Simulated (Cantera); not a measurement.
Charge: 1 mol SiH₄, 3.9 mol NH₃, at 72.0 Pa.

Equilibrium computed with Cantera from the NASA thermochemical tables; the gas is ideal and each condensed phase is pure. Candidate condensed phases: Si, Si₃N₄; 18 gas species. Rates play no part. All values below are at 1650 K.

Base state: H₂ 0.798, N₂ 0.199, H 0.00302, Si 0.000372, SiH 1.63e-5 (mole fractions); condensed: Si(s).

Q: What changes in the equilibrium state with this change: SiH₄ replaced by Si₂Cl₆?

A: 
```tsv
species	before	after
H₂	0.798	0.448
HCl	0	0.184
SiCl₂	0	0.183
N₂	0.199	0.180
SiCl₃	0	0.00140
Cl	0	0.000729
Si(s), mol	0.996	0
```
The feed counts by its element totals alone. The tables' values for SiCl₃, SiCl are old estimates; treat these amounts as uncertain. Further candidate phases: NH₄Cl.
